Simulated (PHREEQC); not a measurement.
Dissolve 0.0017 mol NH4HF2, 0.0014 mol (NH4)2SiF6, 5.2e-05 mol H3BO3 and 0.011 mol HCl per kg of water at 53 °C. It is in equilibrium with CO2 at log p = -3.5 (atm). Otherwise closed; pH follows from the charge balance.

Equilibrium calculation in PHREEQC: ion-association model, phreeqc.dat.

```
quantity                    before     after
------------------------  --------  --------
pH                            2.12      2.13
ionic strength (mol/kgw)    0.0138    0.0114
HF (mol/kgw)               0.00661   0.00576
HF2- (mol/kgw)             1.12e-5   8.56e-6
NH3 (mol/kgw)              1.78e-9  6.93e-10
HCO3- (mol/kgw)           4.47e-10  4.51e-10
```

Q: Name the change that produced these shifts.
A. diluted 10-fold with water
B. NH4HF2 from 0.0017 to 0.00153 mol/kgw
C. H3BO3 left out
D. (NH4)2SiF6 replaced by NaHF2 at the same molality

A: D, (NH4)2SiF6 replaced by NaHF2 at the same molality

This is a speciation only: nothing precipitates in the calculation. Some of these states are supersaturated (in Quartz (slow to form), for instance). Constants without temperature data keep their 25 °C values here. SiF6-2 is the database's only silicon fluoride. Real BF4- forms and hydrolyses slowly; the run takes it at equilibrium.
